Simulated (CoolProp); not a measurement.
Saturation properties of CHF3 (R23).

The numbers come from the reference Helmholtz-energy equation of state, Penoncello 2003 in CoolProp.

```json
[
 {"T (K)": "230.4", "p (MPa)": "0.6372", "vapour density (kg/m³)": "27.05", "enthalpy of vaporisation (kJ/kg)": "___", "surface tension (mN/m)": "9.64", "liquid viscosity (µPa s)": "172", "liquid conductivity (mW/(m K))": "106"},
 {"T (K)": "234.4", "p (MPa)": "___", "vapour density (kg/m³)": "31.39", "enthalpy of vaporisation (kJ/kg)": "197.6", "surface tension (mN/m)": "8.93", "liquid viscosity (µPa s)": "163", "liquid conductivity (mW/(m K))": "104"},
 {"T (K)": "238.4", "p (MPa)": "0.8545", "vapour density (kg/m³)": "36.29", "enthalpy of vaporisation (kJ/kg)": "192.8", "surface tension (mN/m)": "8.24", "liquid viscosity (µPa s)": "155", "liquid conductivity (mW/(m K))": "101"},
 {"T (K)": "242.4", "p (MPa)": "0.9820", "vapour density (kg/m³)": "41.83", "enthalpy of vaporisation (kJ/kg)": "187.8", "surface tension (mN/m)": "7.56", "liquid viscosity (µPa s)": "___", "liquid conductivity (mW/(m K))": "98.5"},
 {"T (K)": "246.4", "p (MPa)": "1.123", "vapour density (kg/m³)": "48.09", "enthalpy of vaporisation (kJ/kg)": "182.5", "surface tension (mN/m)": "6.88", "liquid viscosity (µPa s)": "139", "liquid conductivity (mW/(m K))": "___"},
 {"T (K)": "250.4", "p (MPa)": "1.279", "vapour density (kg/m³)": "___", "enthalpy of vaporisation (kJ/kg)": "___", "surface tension (mN/m)": "6.22", "liquid viscosity (µPa s)": "131", "liquid conductivity (mW/(m K))": "93.5"},
 {"T (K)": "254.4", "p (MPa)": "1.451", "vapour density (kg/m³)": "63.16", "enthalpy of vaporisation (kJ/kg)": "171.1", "surface tension (mN/m)": "5.57", "liquid viscosity (µPa s)": "124", "liquid conductivity (mW/(m K))": "91.0"},
 {"T (K)": "258.4", "p (MPa)": "1.639", "vapour density (kg/m³)": "72.24", "enthalpy of vaporisation (kJ/kg)": "164.8", "surface tension (mN/m)": "4.93", "liquid viscosity (µPa s)": "117", "liquid conductivity (mW/(m K))": "88.5"},
 {"T (K)": "262.5", "p (MPa)": "1.850", "vapour density (kg/m³)": "82.85", "enthalpy of vaporisation (kJ/kg)": "158.0", "surface tension (mN/m)": "4.30", "liquid viscosity (µPa s)": "110", "liquid conductivity (mW/(m K))": "___"},
 {"T (K)": "266.5", "p (MPa)": "2.075", "vapour density (kg/m³)": "94.72", "enthalpy of vaporisation (kJ/kg)": "150.9", "surface tension (mN/m)": "3.70", "liquid viscosity (µPa s)": "___", "liquid conductivity (mW/(m K))": "83.2"}
]
```

Question: Some entries are withheld; supply them.

Answer: 
- 230.4, enthalpy of vaporisation (kJ/kg): 202.1
- 234.4, p (MPa): 0.7399
- 242.4, liquid viscosity (µPa s): 146
- 246.4, liquid conductivity (mW/(m K)): 96.0
- 250.4, vapour density (kg/m³): 55.16
- 250.4, enthalpy of vaporisation (kJ/kg): 176.9
- 262.5, liquid conductivity (mW/(m K)): 85.8
- 266.5, liquid viscosity (µPa s): 103

It boils at 191.1 K under 1 atm.

Viscosity comes from a separate model (Shan 2000). Thermal conductivity comes from a separate model (Shan 2000). Surface tension comes from a separate correlation (Mulero 2012).
